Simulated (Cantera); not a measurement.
What does this Cantera script print?

```python
import numpy as np
import cantera as ct

gas_names = """
    C CO CO2 C2 C2O C3 C3O2 C4 C5 Mg MgO Mg2 O O2 O3
""".split()
cond_names = """
    C(gr) Mg(cr) Mg(L) MgCO3(s) MgO(s) MgO(L)
""".split()


# ... load() reads the species with a 1 bar reference pressure and builds the phases ...
atoms = {
    'MgCO3': {'Mg': 1, 'C': 1, 'O': 3},
    'CO2': {'C': 1, 'O': 2},
}
top_T = {'C(gr)': 4500}  # K; cautious upper limits of use, not melting points


# ... equilibrate(T, P, feed) seeds the gas with the atoms and calls Mixture.equilibrate('TP', solver="vcs", rtol=1e-11, max_steps=5000) ...
results = []
feed = {'MgCO3': 1, 'CO2': 3.6}  # mol
T = 1450  # K
P = 133.322  # Pa
mix = equilibrate(T, P, feed)
results.append((T, P, feed, dict(zip(mix.species_names, mix.species_moles))))
x = sorted(zip(gas.X, gas.species_names), reverse=True)
print(f"T = {T:g} K  P = {P:g} Pa  gas = {mix.phase_moles(0):.4g} mol")
print("   x: " + "  ".join(f"{s} {v:.3e}" for v, s in x if v > 1e-05))
print("   condensed (mol): " + ("  ".join(f"{mix.phase(i).name} {mix.phase_moles(i):.4g}"
      for i in range(1, mix.n_phases) if mix.phase_moles(i) > 1e-12) or "none"))
```

It prints:

```
T = 1450 K  P = 133.322 Pa  gas = 4.605 mol
   x: CO2 9.971e-01  CO 1.964e-03  O2 9.813e-04
   condensed (mol): MgO(s) 1
```

Method: chemical equilibrium by Gibbs-energy minimisation in Cantera with the NASA 1993 tables (ideal gas, pure condensed phases).
